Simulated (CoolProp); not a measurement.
CF4 (R14) along the isobar 831 kPa: Z from the reference equation and from simpler models built on Tc = -45.8 °C, pc = 3762 kPa, ω = 0.178; each cubic takes its own stable root.

The numbers come from the reference Helmholtz-energy equation of state, Platzer 1990 in CoolProp. This equation is an older, rougher fit; its heat capacities, sound speeds and derivatives of the liquid may be far off and weren't checked against measurements.

```json
[
 {"T (°C)": "-100.05", "phase": "liquid", "reference": "0.03519"},
 {"T (°C)": "-87.05", "phase": "gas", "reference": "0.8402"},
 {"T (°C)": "-73.95", "phase": "gas", "reference": "0.8755"},
 {"T (°C)": "-60.95", "phase": "gas", "reference": "0.9001"},
 {"T (°C)": "-47.95", "phase": "gas", "reference": "0.9183"},
 {"T (°C)": "-34.85", "phase": "gas", "reference": "0.9325"},
 {"T (°C)": "-21.85", "phase": "gas", "reference": "0.9436"},
 {"T (°C)": "-8.75", "phase": "gas", "reference": "0.9527"},
 {"T (°C)": "4.25", "phase": "gas", "reference": "0.9600"},
 {"T (°C)": "17.25", "phase": "gas", "reference": "0.9662"},
 {"T (°C)": "30.35", "phase": "gas", "reference": "0.9713"},
 {"T (°C)": "43.35", "phase": "gas", "reference": "0.9757"},
 {"T (°C)": "56.35", "phase": "gas", "reference": "0.9794"},
 {"T (°C)": "69.45", "phase": "gas", "reference": "0.9826"},
 {"T (°C)": "82.45", "phase": "gas", "reference": "0.9854"}
]
```

Question: How far does each simpler model (van der Waals, Redlich-Kwong, Peng-Robinson) lie from the reference over these 15 states: mean and median of the absolute difference, and the worst?

Answer: 
- van der Waals: mean 156.6 %, median 0.6 %, worst +2333.9 % at -100.05 °C and 831 kPa
- Redlich-Kwong: mean 0.8 %, median 0.3 %, worst +6.9 % at -100.05 °C and 831 kPa
- Peng-Robinson: mean 1.2 %, median 0.6 %, worst -8.5 % at -100.05 °C and 831 kPa

At some of these states van der Waals gives the other phase, because its saturation line lies elsewhere.
